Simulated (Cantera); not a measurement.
Mixture: H₂ : O₂ : N₂ = 1 : 0.602 : 2.27 (molar parts), at 5.82 atm, adiabatic and at constant pressure. Ignition delay is the time to a rise of 400 K.

Model: GRI-Mech 3.0 (53 species, 325 reactions), integrated in Cantera. The hydrogen kinetics of GRI-Mech 3.0 are dated; newer H2 mechanisms differ, most at raised pressure. Where the delays flatten at high temperature, the 400 K rule measures the pace of heat release, not the induction time.

Task: What does this change do: pressure from 5.82 atm to 1.00 atm?

Result: 
| quantity | before | after |
|---|---|---|
| delay at 1075 K | 1.52 ms | 0.110 ms |
| delay at 1175 K | 28.8 µs | 53.8 µs |
| delay at 1275 K | 7.23 µs | 33.5 µs |
| delay at 1375 K | 3.97 µs | 24.2 µs |

Task: What does this change do: N2 2.27 to 5.9 parts?

Result: 
```csv
quantity,before,after
delay at 1075 K,1.52 ms,2.34 ms
delay at 1175 K,28.8 µs,50.3 µs
delay at 1275 K,7.23 µs,14.8 µs
delay at 1375 K,3.97 µs,8.64 µs
apparent activation energy between 1325 and 1425 K,75 kJ/mol,66 kJ/mol
```

Task: What does this change do: H2 1 to 1.7 parts?

Result: 
| quantity | before | after |
|---|---|---|
| delay at 1075 K | 1.52 ms | 1.27 ms |
| delay at 1175 K | 28.8 µs | 33.4 µs |
| delay at 1275 K | 7.23 µs | 7.50 µs |
| delay at 1375 K | 3.97 µs | 4.04 µs |
| apparent activation energy between 1325 and 1425 K | 75 kJ/mol | 78 kJ/mol |
